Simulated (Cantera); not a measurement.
A closed system holds: 1 mol SiH₂Cl₂, 2.3 mol O₂, 12 mol H₂, equilibrated at 40.0 mbar.

Method: chemical equilibrium by Gibbs-energy minimisation in Cantera with the NASA 1993 tables (ideal gas, pure condensed phases). Candidate condensed phases: H₂O, Si, SiO₂; 30 gas species. The tables hold silica as quartz up to 1696 K and as liquid above; real silica turns to tridymite and cristobalite and melts near 1996 K. Rates play no part.

Problem. At 1698 K, list the 4 most abundant gas species with their mole fractions, and the condensed phases.

Solution. H₂ 0.671, H₂O 0.186, HCl 0.143, H 0.000592. Condensed: SiO₂(condensed).
